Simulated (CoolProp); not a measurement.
A closed Brayton cycle with carbon dioxide: compressor inlet 324.15 K and 9.1 MPa, high pressure 30.4 MPa, turbine inlet 985 K, compressor efficiency 0.89, turbine efficiency 0.9, recuperator effectiveness 0.95 (on enthalpy, no pinch check). Each further row changes one setting.

Computed with CoolProp (reference Helmholtz-energy equation of state, Span 1996).

```json
[
 {"case": "as stated", "thermal efficiency (%)": "(withheld)", "net work (kJ/kg)": "133", "compressor to turbine work": "0.30", "compressor exit (K)": "414.8", "turbine exit (K)": "824.5"},
 {"case": "turbine inlet 935 K", "thermal efficiency (%)": "(withheld)", "net work (kJ/kg)": "122", "compressor to turbine work": "0.32", "compressor exit (K)": "414.8", "turbine exit (K)": "779.9"},
 {"case": "compressor inlet 334.15 K", "thermal efficiency (%)": "41.9", "net work (kJ/kg)": "124", "compressor to turbine work": "(withheld)", "compressor exit (K)": "436.1", "turbine exit (K)": "824.5"},
 {"case": "high pressure 25.8 MPa", "thermal efficiency (%)": "42.4", "net work (kJ/kg)": "119", "compressor to turbine work": "0.28", "compressor exit (K)": "402.2", "turbine exit (K)": "(withheld)"},
 {"case": "recuperator effectiveness 0.5", "thermal efficiency (%)": "25.4", "net work (kJ/kg)": "133", "compressor to turbine work": "0.30", "compressor exit (K)": "414.8", "turbine exit (K)": "824.5"}
]
```

**Question.** Complete the blanks.

**Answer.** 
- as stated, thermal efficiency (%): 43.1
- turbine inlet 935 K, thermal efficiency (%): 41.5
- compressor inlet 334.15 K, compressor to turbine work: 0.35
- high pressure 25.8 MPa, turbine exit (K): 845.5
